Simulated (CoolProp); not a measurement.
Vapour-liquid equilibrium of R125 (1) + R236FA (2) at 0.00639 MPa; x and y are mole fractions of (1).

Model: multi-fluid Helmholtz-energy mixture model, Lemmon 2005 and Pan 2012; pair parameters Bell 2016, in CoolProp.

```json
[
 {"x": "0.05", "bubble temperature (°C)": "-60.1", "y at the bubble point": "0.442", "dew temperature at overall composition x (°C)": "-53.4", "liquid density (mol/L)": "10.74"},
 {"x": "0.15", "bubble temperature (°C)": "-69.5", "y at the bubble point": "0.764", "dew temperature at overall composition x (°C)": "-54.9", "liquid density (mol/L)": "11.13"},
 {"x": "0.25", "bubble temperature (°C)": "-75.3", "y at the bubble point": "0.874", "dew temperature at overall composition x (°C)": "-56.5", "liquid density (mol/L)": "11.47"},
 {"x": "0.35", "bubble temperature (°C)": "-79.2", "y at the bubble point": "0.924", "dew temperature at overall composition x (°C)": "-58.3", "liquid density (mol/L)": "11.78"},
 {"x": "0.45", "bubble temperature (°C)": "-82.2", "y at the bubble point": "0.952", "dew temperature at overall composition x (°C)": "-60.3", "liquid density (mol/L)": "12.09"},
 {"x": "0.55", "bubble temperature (°C)": "-84.6", "y at the bubble point": "0.969", "dew temperature at overall composition x (°C)": "-62.6", "liquid density (mol/L)": "12.40"},
 {"x": "0.65", "bubble temperature (°C)": "-86.6", "y at the bubble point": "0.980", "dew temperature at overall composition x (°C)": "-65.4", "liquid density (mol/L)": "12.71"},
 {"x": "0.75", "bubble temperature (°C)": "-88.2", "y at the bubble point": "0.988", "dew temperature at overall composition x (°C)": "-68.9", "liquid density (mol/L)": "13.02"},
 {"x": "0.85", "bubble temperature (°C)": "-89.7", "y at the bubble point": "0.994", "dew temperature at overall composition x (°C)": "-73.7", "liquid density (mol/L)": "13.34"},
 {"x": "0.95", "bubble temperature (°C)": "-91.0", "y at the bubble point": "0.998", "dew temperature at overall composition x (°C)": "-82.0", "liquid density (mol/L)": "13.67"}
]
```

No azeotrope shows between x = 0.05 and 0.95.

Pair parameters are fitted to limited data, so mixtures are less certain than the pure fluids.
